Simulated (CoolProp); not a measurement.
Vapour-liquid equilibrium of n-hexane (1) + toluene (2) at 0.0179 bar; x and y are mole fractions of (1).

Computed with CoolProp (multi-fluid Helmholtz-energy mixture model, Thol 2019 and Lemmon 2006; pair parameters Bell 2016).

```csv
x,"bubble temperature, mixture model (°C)","bubble temperature, Raoult's law (°C)","y, mixture model","y, Raoult's law"
0.05,4.5,7.3,0.363,0.246
0.125,-1.8,2.5,0.602,0.482
0.2,-5.9,-1.3,0.716,0.628
0.275,-8.7,-4.5,0.782,0.726
0.35,-10.8,-7.2,0.826,0.795
0.425,-12.5,-9.5,0.858,0.845
0.5,-13.9,-11.5,0.883,0.883
0.575,-15.1,-13.3,0.904,0.912
0.65,-16.2,-14.9,0.923,0.936
0.725,-17.2,-16.3,0.940,0.954
0.8,-18.2,-17.7,0.957,0.970
0.875,-19.1,-18.9,0.973,0.983
0.95,-20.1,-20.0,0.989,0.994
```

The largest gap from Raoult's law is -4.6 K in bubble temperature, at x = 0.2. No azeotrope shows between x = 0.05 and 0.95.

The pair parameters rest on a limited set of measurements; away from them the model extrapolates.
